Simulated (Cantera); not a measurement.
What does this Cantera script print?

```python
import numpy as np
import cantera as ct

gas_names = """
    Fe H H2 H2S S SH S2 S8
""".split()
cond_names = """
    Fe(a) Fe(c) Fe(d) Fe(L) FeS(a) FeS(b) FeS(c) FeS(L) FeS2(s) S(cr1) S(cr2) S(L)
""".split()


# ... load() reads the species with a 1 bar reference pressure and builds the phases ...
atoms = {
    'FeS2': {'Fe': 1, 'S': 2},
    'H2': {'H': 2},
}
top_T = {'FeS2(s)': 1010}  # K; cautious upper limits of use, not melting points


# ... equilibrate(T, P, feed) seeds the gas with the atoms and calls Mixture.equilibrate('TP', solver="vcs", rtol=1e-11, max_steps=5000) ...
results = []
feed = {'FeS2': 1, 'H2': 2}  # mol
T = 1200  # K
P = 13332.2  # Pa
mix = equilibrate(T, P, feed)
results.append((T, P, feed, dict(zip(mix.species_names, mix.species_moles))))
x = sorted(zip(gas.X, gas.species_names), reverse=True)
print(f"T = {T:g} K  P = {P:g} Pa  gas = {mix.phase_moles(0):.4g} mol")
print("   x: " + "  ".join(f"{s} {v:.3e}" for v, s in x if v > 1e-05))
print("   condensed (mol): " + ("  ".join(f"{mix.phase(i).name} {mix.phase_moles(i):.4g}"
      for i in range(1, mix.n_phases) if mix.phase_moles(i) > 1e-12) or "none"))
```

Result:

```
T = 1200 K  P = 13332.2 Pa  gas = 2.025 mol
   x: H2 5.186e-01  H2S 4.688e-01  S2 1.233e-02  SH 2.919e-04
   condensed (mol): FeS(c) 1
```

Method: chemical equilibrium by Gibbs-energy minimisation in Cantera with the NASA 1993 tables (ideal gas, pure condensed phases). FeS: taken at fixed stoichiometry. Gases not in the tables: S3 to S7.
